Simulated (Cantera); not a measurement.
Feed: 1 mol MgCO3, 0.066 mol SO3, 0.058 mol O2, 0.35 mol H2S, at 20.0 mbar.

Equilibrium computed with Cantera from the NASA thermochemical tables; the gas is ideal and each condensed phase is pure. Candidate condensed phases: C, C6H6, C7H8, C8H18, H2O, H2SO4, Mg, MgCO3, MgO, Mg(OH)2, MgS, MgSO4, S; 130 gas species. Kinetics and transport are ignored. All values below are at 1125 °C.

Base state: CO2 0.463, H2O 0.181, CO 0.153, SO2 0.0822, S2 0.0813, H2 0.0277, H2S 0.00690, SO 0.00172 (mole fractions); condensed: MgO(s).

Task: What changes in the equilibrium state with this change: H2S from 0.35 to 1.2 mol?

Result: 
```tsv
species	before	after
H2O	0.181	0.263
S2	0.0813	0.194
CO2	0.463	0.179
H2	0.0277	0.121
H2S	0.00690	0.0464
SO2	0.0822	0.0141
CO	0.153	0.178
SH	0.000498	0.00160
H	5.57e-6	1.16e-5
SO	0.00172	0.000885
MgO(s), mol	1.00	1.00
```
